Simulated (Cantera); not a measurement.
Feed: 1 mol HMDSO, a varied amount of H2O, held at 1148.15 K and 7.50 Torr.

Method: chemical equilibrium by Gibbs-energy minimisation in Cantera with the NASA 1993 tables (ideal gas, pure condensed phases). Candidate condensed phases: C, C6H6, C7H8, C8H18, H2O, Si, SiC, SiO2; 123 gas species. The feed counts by its element totals alone. Mutual solubility and eutectic melting of coexisting phases are not modelled. The tables hold silica as quartz up to 1696 K and as liquid above; real silica turns to tridymite and cristobalite and melts near 1996 K. Equilibrium is a limit: real reactors are often held back by kinetics, nucleation or transport.

x: gas mole fraction; n: condensed amount in mol.

```
n(H2O) (mol)   x H2     x CO    x H2O     x CO2  n C(graphite)  n SiC(s)  n SiO2(β-quartz)
------------  -----  -------  -------  --------  -------------  --------  ----------------
0.19          0.998  0.00139  6.64e-7  7.79e-10           4.57      1.41             0.589
0.27          0.998  0.00139  6.64e-7  7.79e-10           4.61      1.37             0.629
0.37          0.998  0.00139  6.64e-7  7.79e-10           4.66      1.32             0.678
0.51          0.998  0.00139  6.64e-7  7.79e-10           4.73      1.25                 …
0.7           0.998  0.00139  6.64e-7  7.79e-10           4.83      1.16                 …
0.97          0.998  0.00139  6.64e-7  7.79e-10           4.96      1.02                 …
1.3           0.998  0.00139  6.64e-7  7.79e-10           5.13     0.857                 …
1.8           0.998  0.00139  6.64e-7  7.79e-10           5.37     0.607                 …
2.5           0.998  0.00139  6.64e-7  7.79e-10           5.72     0.258                 …
3.5           0.961   0.0385  1.77e-5   6.00e-7           5.50         0              2.00
4.8           0.884    0.115  4.90e-5   5.40e-6           4.20         0              2.00
6.7           0.809    0.191  7.40e-5   1.48e-5           2.30         0              2.00
9.2           0.746    0.246  0.00646   0.00180              0         0              2.00
```

Task: Some entries are withheld; supply them.

Result: 
- 0.51, n SiO2(β-quartz): 0.748
- 0.7, n SiO2(β-quartz): 0.843
- 0.97, n SiO2(β-quartz): 0.978
- 1.3, n SiO2(β-quartz): 1.14
- 1.8, n SiO2(β-quartz): 1.39
- 2.5, n SiO2(β-quartz): 1.74
